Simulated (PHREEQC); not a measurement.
Dissolve 32 mmol/kgw NaHSO4 at 35 °C. Closed to the air; pH follows from the charge balance.

Equilibrium calculation in PHREEQC: ion-association model, wateq4f.dat.

The pH is 1.84. The ionic strength comes out as 0.0640 mol/kgw and the total alkalinity is -32.0 meq/kg.

```csv
species,molality,activity,log γ
Na+,0.0309,0.0249,-0.094
H+,0.0171,0.0144,-0.075
SO4-2,0.0160,0.00679,-0.373
HSO4-,0.0149,0.0119,-0.095
NaSO4-,0.00111,0.000900,-0.091
```

This is a speciation only: nothing precipitates in the calculation.
